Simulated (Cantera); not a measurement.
Input: 1 mol B2O3, 14 mol F2, 0.46 mol O2, at 7.70e-5 bar.

Method: chemical equilibrium by Gibbs-energy minimisation in Cantera with the NASA 1993 tables (ideal gas, pure condensed phases). Candidate condensed phases: B, B2O3; 21 gas species. Kinetics and transport are ignored. All values below are at 950 °C.

Base state: F 0.847, BF3 0.0771, O2 0.0755, F2 0.000153 (mole fractions); condensed: gas only.

What changes in the equilibrium state with this change: 0.026 mol HCl added?


```json
[
 {"species": "F", "before": "0.847", "after": "0.845"},
 {"species": "BF3", "before": "0.0771", "after": "0.0770"},
 {"species": "O2", "before": "0.0755", "after": "0.0755"},
 {"species": "HF", "before": "0", "after": "0.00100"},
 {"species": "ClF", "before": "0", "after": "0.000820"},
 {"species": "Cl", "before": "0", "after": "0.000181"},
 {"species": "F2", "before": "0.000153", "after": "0.000152"}
]
```
Further candidate phases: B3O3H3, H2O.
